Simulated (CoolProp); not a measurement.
Propylene along the isotherm 232.5 K: Z from the reference equation and from simpler models built on Tc = 364.2 K, pc = 4555 kPa, ω = 0.146; each cubic takes its own stable root.

The numbers come from the reference Helmholtz-energy equation of state, Lemmon 2013 in CoolProp.

```tsv
p (kPa)	phase	reference	van der Waals	Redlich-Kwong	Soave-Redlich-Kwong	Peng-Robinson
1420	liquid	0.05127	0.08094	0.05534	0.05455	0.04828
2850	liquid	0.1026	0.1610	0.1105	0.1090	0.09656
4270	liquid	0.1533	0.2393	0.1649	0.1627	0.1442
5690	liquid	0.2038	0.3165	0.2188	0.2160	0.1915
7120	liquid	0.2543	0.3933	0.2727	0.2693	0.2389
8540	liquid	0.3043	0.4689	0.3258	0.3219	0.2857
9960	liquid	0.3540	0.5437	0.3785	0.3742	0.3323
11400	liquid	0.4042	0.6188	0.4317	0.4269	0.3792
```
